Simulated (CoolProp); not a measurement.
The fluid at 298.15 K and 9.45 MPa flows at 0.28 m/s in a round tube of 12.7 mm bore and 1.5 µm roughness, fully developed (64/Re and Nu = 3.66 if laminar; Colebrook and Gnielinski if turbulent). The same conditions are run with several fluids, on thermodynamics alone (safety and materials aside).

The numbers come from the reference Helmholtz-energy equation of state of each fluid (n-butane: Bücker 2006; ammonia: Gao 2020; R152A: Outcalt 1996; n-pentane: Thol 2019; R11: Jacobsen 1992) in CoolProp.

Task: Rank n-butane, ammonia, R152A, n-pentane, R11 by Reynolds number, highest first.

Result: R152A (17800), ammonia (15700), n-butane (11700), R11 (11200), n-pentane (11000)

```csv
fluid,Darcy friction factor,pressure drop (Pa/m),heat-transfer coefficient (W/(m² K)),mass flow (kg/h)
n-butane,0.0298,54.0,631,75.0
ammonia,0.0277,52.3,2280,78.0
R152A,0.0269,77.0,795,119
n-pentane,0.0303,59.2,640,80.8
R11,0.0302,140,527,192
```

Transport values come from each fluid's own correlations; those of R152A, n-pentane, R11 are estimates that may be off by 10 % or more.
